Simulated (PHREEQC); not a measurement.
Solution (35 °C): 0.0038 mol/kgw HF, 0.27 mol/kgw NH4F and 0.0045 mol/kgw HCl. Closed to the air; pH follows from the charge balance.

Model: ion-association model, wateq4f.dat, run in PHREEQC.

No solid was allowed to form.

What pH, activity of water does the model give?

pH 4.89; activity of water 0.991.

In which forms is F present?

F- 95 %, HF2- 3.2 %, HF 1.4 % of the F.
